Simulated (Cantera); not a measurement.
Cantera run:

```python
import numpy as np
import cantera as ct

gas_names = """
    H H2 N NH NH2 NH3 N2 N2H2 N2H4 Si SiH SiH2 SiH3 SiH4 SiN Si2 Si2N Si3
""".split()
cond_names = """
    Si(cr) Si(L) Si3N4(a)
""".split()


# ... load() reads the species with a 1 bar reference pressure and builds the phases ...
atoms = {
    'trisilylamine': {'Si': 3, 'N': 1, 'H': 9},
    'NH3': {'N': 1, 'H': 3},
}
top_T = {'Si3N4(a)': 2400}  # K; cautious upper limits of use, not melting points


# ... equilibrate(T, P, feed) seeds the gas with the atoms and calls Mixture.equilibrate('TP', solver="vcs", rtol=1e-11, max_steps=5000) ...
results = []
feed = {'trisilylamine': 1, 'NH3': 0.92}  # mol
P = 72000  # Pa
for T in [1323, 1373, 1423, 1473, 1523, 1573, 1623, 1673, 1723, 1773, 1823]:
    mix = equilibrate(T, P, feed)
    results.append((T, P, feed, dict(zip(mix.species_names, mix.species_moles))))

top = {s: max(r[3][s] / sum(r[3][g] for g in gas_names) for r in results) for s in gas_names}
cols = sorted((s for s in top if top[s] > 1e-06), key=lambda s: -top[s])[:6]
seen = [c for c in cond_names if any(r[3].get(c, 0) > 1e-12 for r in results)]
print("log10 of partial pressures in bar; condensed amounts in mol")
print(f"{'T/K':>10s}" + "".join(f"{s[:9]:>10s}" for s in cols + seen))
for T, P, feed, n in results:
    ng = sum(n[g] for g in gas_names)
    print(f"{T:10.4g}" + "".join(f"{np.log10(max(n[s] / ng * P / 1e5, 1e-99)):10.3f}" for s in cols)
          + "".join(f"{n.get(c, 0):10.4g}" for c in seen))
```

Result:

```
log10 of partial pressures in bar; condensed amounts in mol
       T/K        H2        N2         H      SiH2        Si       SiH    Si(cr)     Si(L)  Si3N4(a)
      1323    -0.143    -6.044    -5.871    -7.091   -10.052    -9.258      1.56         0      0.48
      1373    -0.143    -5.513    -5.549    -6.744    -9.411    -8.728      1.56         0      0.48
      1423    -0.143    -5.019    -5.249    -6.421    -8.816    -8.236      1.56         0      0.48
      1473    -0.143    -4.559    -4.969    -6.121    -8.262    -7.777      1.56         0    0.4799
      1523    -0.143    -4.131    -4.708    -5.841    -7.744    -7.350     1.561         0    0.4797
      1573    -0.143    -3.730    -4.462    -5.578    -7.260    -6.950     1.562         0    0.4792
      1623    -0.143    -3.354    -4.232    -5.332    -6.806    -6.575     1.565         0    0.4782
      1673    -0.143    -3.002    -4.015    -5.101    -6.379    -6.223     1.572         0    0.4759
      1723    -0.144    -2.626    -3.811    -4.914    -6.007    -5.922         0     1.589    0.4703
      1773    -0.146    -2.250    -3.619    -4.754    -5.672    -5.653         0     1.629    0.4568
      1823    -0.151    -1.894    -3.439    -4.605    -5.355    -5.401         0     1.719     0.427
```

Cantera equilibrium calculation (NASA polynomials, part measured and part estimated; ideal gas, pure solids and liquids). The feed counts by its element totals alone. Mutual solubility and eutectic melting of coexisting phases are not modelled. Gases not in the tables: Si2H6 and higher silanes.
